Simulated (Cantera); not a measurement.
# borazine + H2 + O2 (boron, boron nitride and boron oxide)

A closed system holds: 1 mol borazine, 77 mol H2, 0.54 mol O2, at 1975 K.

Equilibrium computed with Cantera from the NASA thermochemical tables; the gas is ideal and each condensed phase is pure. Candidate condensed phases: B, BN, B2O3, B3O3H3, H2O; 39 gas species. The feed counts by its element totals alone. Mutual solubility and eutectic melting of coexisting phases are not modelled. The tables' values for BH2 are old estimates; treat these amounts as uncertain. Kinetics and transport are ignored.

From 10.0 Pa to 3.20 mbar the condensed part is B(s). At 10.0 mbar the condensed part is B(s) + BN(s). From 32.0 mbar to 1.00 bar the condensed part is BN(s). The main B-bearing gas is BO at 10.0 Pa and HBO at 1.00 bar. The share of B in condensed phases is highest at 1.00 bar (65.5 %) and lowest at 10.0 Pa (60.0 %).

| P (Pa) | x H2 | x H | x N2 | x HBO | x BO | x B | x B2O2 | n B(s) | n BN(s) |
|---|---|---|---|---|---|---|---|---|---|
| 10 | 0.844 | 0.126 | 0.0170 | 0.00375 | 0.00831 | 0.000874 | 4.72e-5 | 1.80 | 0 |
| 32 | 0.897 | 0.0724 | 0.0176 | 0.00561 | 0.00674 | 0.000273 | 9.93e-5 | 1.86 | 0 |
| 100 | 0.927 | 0.0417 | 0.0179 | 0.00746 | 0.00498 | 8.74e-5 | 0.000170 | 1.87 | 0 |
| 320 | 0.945 | 0.0235 | 0.0180 | 0.00908 | 0.00336 | 2.73e-5 | 0.000247 | 1.88 | 0 |
| 1000 | 0.965 | 0.0134 | 0.00807 | 0.0104 | 0.00215 | 8.74e-6 | 0.000316 | 0.205 | 1.68 |
| 3200 | 0.973 | 0.00754 | 0.00675 | 0.0112 | 0.00129 | 1.67e-6 | 0.000364 | 0 | 1.90 |
| 10000 | 0.976 | 0.00427 | 0.00668 | 0.0116 | 0.000756 | 3.04e-7 | 0.000391 | 0 | 1.91 |
| 32000 | 0.978 | 0.00239 | 0.00659 | 0.0117 | 0.000425 | 5.35e-8 | 0.000395 | 0 | 1.93 |
| 100000 | 0.980 | 0.00135 | 0.00638 | 0.0112 | 0.000230 | 9.84e-9 | 0.000363 | 0 | 1.97 |
x: gas mole fraction; n: condensed amount in mol.
